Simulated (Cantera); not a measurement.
A perfectly stirred reactor is fed with 1.59 % C3H8, 98.4 % H2, at 0.0819 atm; it is held at 1300 K, and followed from long to short residence time.

Detailed kinetics in Cantera: GRI-Mech 3.0 (53 species, 325 reactions). GRI-Mech 3.0 was tuned for natural gas; its chemistry of propane as a main component is partial and can be far from experiment. GRI-Mech 3.0 stops at C3 and has no aromatics, soot or wall deposition, so with more carbon than oxygen in the feed, carbon stays in small species such as C2H2 where larger ones or solid carbon would form.

x: mole fraction; the columns are a selection and need not sum to one.

| τ (s) | x C3H8 | x H2 | x H | x CH2 | x C2H | x CH4 |
|---|---|---|---|---|---|---|
| 20 | 6.14e-6 | 0.966 | 1.58e-5 | 6.73e-11 | 7.54e-11 | 0.0208 |
| 3.8 | [?] | 0.967 | [?] | 1.82e-10 | 1.34e-10 | 0.0188 |
| 0.75 | 6.77e-5 | 0.968 | 4.59e-5 | 4.95e-10 | 2.05e-10 | 0.0180 |
| 0.15 | 0.000218 | 0.968 | 7.36e-5 | 1.30e-9 | 2.49e-10 | 0.0173 |
| 0.028 | [?] | 0.969 | [?] | [?] | 2.01e-10 | 0.0161 |
| 0.0056 | 0.00246 | 0.971 | 0.000156 | 9.60e-9 | 9.06e-11 | 0.0137 |
| 0.0011 | 0.00793 | 0.976 | 0.000145 | 1.73e-8 | 1.02e-11 | 0.00776 |

Some entries are withheld; supply them.


- 3.8, x C3H8: 2.09e-5
- 3.8, x H: 2.73e-5
- 0.028, x C3H8: 0.000748
- 0.028, x H: 0.000114
- 0.028, x CH2: 3.57e-9
